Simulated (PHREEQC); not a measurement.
1 kg of water holding 0.22 mol/kgw KCl, 0.36 mol/kgw NaCl, 0.036 mol/kgw NaBr, 0.093 mol/kgw MgBr2 and 0.0012 mol/kgw CaSO4 is evaporated at 25 °C; the solids stay in contact with the brine. The system is closed to CO2. Solids allowed: Arcanite, Bischofite, Bloedite, Brucite, Carnallite, Epsomite, Glaserite, Glauberite, Gypsum, Anhydrite, Halite, Hexahydrite, Kainite, Kieserite, Leonite, Mirabilite, Misenite, Polyhalite, Portlandite, Schoenite, Sylvite, Syngenite, Thenardite, MgCl2_4H2O. Others were left out.

Computed with PHREEQC (Pitzer model, pitzer.dat).

```json
[
 {"water left (kg)": "1", "ionic strength": "0.900", "water activity": "0.975", "Halite (mol)": "0", "Sylvite (mol)": "0", "Br in solution (mol/kgw)": "0.222", "Mg in solution (mol/kgw)": "0.0930"},
 {"water left (kg)": "0.8219", "ionic strength": "1.09", "water activity": "0.970", "Halite (mol)": "0", "Sylvite (mol)": "0", "Br in solution (mol/kgw)": "0.270", "Mg in solution (mol/kgw)": "0.113"},
 {"water left (kg)": "0.6755", "ionic strength": "1.33", "water activity": "0.963", "Halite (mol)": "0", "Sylvite (mol)": "0", "Br in solution (mol/kgw)": "0.329", "Mg in solution (mol/kgw)": "0.138"},
 {"water left (kg)": "0.5552", "ionic strength": "1.62", "water activity": "0.954", "Halite (mol)": "0", "Sylvite (mol)": "0", "Br in solution (mol/kgw)": "0.400", "Mg in solution (mol/kgw)": "0.168"},
 {"water left (kg)": "0.4563", "ionic strength": "1.97", "water activity": "0.943", "Halite (mol)": "0", "Sylvite (mol)": "0", "Br in solution (mol/kgw)": "0.487", "Mg in solution (mol/kgw)": "0.204"},
 {"water left (kg)": "0.375", "ionic strength": "2.40", "water activity": "0.930", "Halite (mol)": "0", "Sylvite (mol)": "0", "Br in solution (mol/kgw)": "0.592", "Mg in solution (mol/kgw)": "0.248"},
 {"water left (kg)": "0.3082", "ionic strength": "2.92", "water activity": "0.912", "Halite (mol)": "0", "Sylvite (mol)": "0", "Br in solution (mol/kgw)": "0.720", "Mg in solution (mol/kgw)": "0.302"},
 {"water left (kg)": "0.2533", "ionic strength": "3.55", "water activity": "0.890", "Halite (mol)": "0", "Sylvite (mol)": "0", "Br in solution (mol/kgw)": "0.876", "Mg in solution (mol/kgw)": "0.367"},
 {"water left (kg)": "0.2082", "ionic strength": "4.32", "water activity": "0.861", "Halite (mol)": "0", "Sylvite (mol)": "0", "Br in solution (mol/kgw)": "1.07", "Mg in solution (mol/kgw)": "0.447"},
 {"water left (kg)": "0.1711", "ionic strength": "5.26", "water activity": "0.825", "Halite (mol)": "0", "Sylvite (mol)": "0", "Br in solution (mol/kgw)": "1.30", "Mg in solution (mol/kgw)": "0.543"},
 {"water left (kg)": "0.1407", "ionic strength": "6.40", "water activity": "0.777", "Halite (mol)": "0", "Sylvite (mol)": "0", "Br in solution (mol/kgw)": "1.58", "Mg in solution (mol/kgw)": "0.661"},
 {"water left (kg)": "0.1156", "ionic strength": "7.78", "water activity": "0.717", "Halite (mol)": "0", "Sylvite (mol)": "0", "Br in solution (mol/kgw)": "1.92", "Mg in solution (mol/kgw)": "0.804"},
 {"water left (kg)": "0.09502", "ionic strength": "8.89", "water activity": "0.667", "Halite (mol)": "0.0324", "Sylvite (mol)": "0.0226", "Br in solution (mol/kgw)": "2.34", "Mg in solution (mol/kgw)": "0.979"},
 {"water left (kg)": "0.07809", "ionic strength": "9.26", "water activity": "0.652", "Halite (mol)": "0.117", "Sylvite (mol)": "0.0594", "Br in solution (mol/kgw)": "2.84", "Mg in solution (mol/kgw)": "1.19"},
 {"water left (kg)": "0.06418", "ionic strength": "9.73", "water activity": "0.633", "Halite (mol)": "0.186", "Sylvite (mol)": "0.0900", "Br in solution (mol/kgw)": "3.46", "Mg in solution (mol/kgw)": "1.45"}
]
```

Halite from water left = 0.09502 kg; Sylvite from water left = 0.09502 kg.

Species that the database lacks are ignored.
